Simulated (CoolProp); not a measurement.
A Linde-Hampson liquefier for nitrogen: isothermal reversible compression at 230 K from 1 atm to 40 MPa, throttling to 1 atm, return gas leaving the recuperator 5 K below the feed. Each further row changes one setting.

The numbers come from the reference Helmholtz-energy equation of state, Span 2000 in CoolProp.

| case | liquid yield per pass | compression work (kJ/kg of gas) |
|---|---|---|
| as stated | … | 403 |
| high pressure 80 MPa | … | 476 |
| warm-end temperature 260 K | 0.128 | 463 |
| warm-end gap 10 K | … | 403 |

Question: Fill in the missing entries.

Answer: 
- as stated, liquid yield per pass: 0.178
- high pressure 80 MPa, liquid yield per pass: 0.124
- warm-end gap 10 K, liquid yield per pass: 0.166
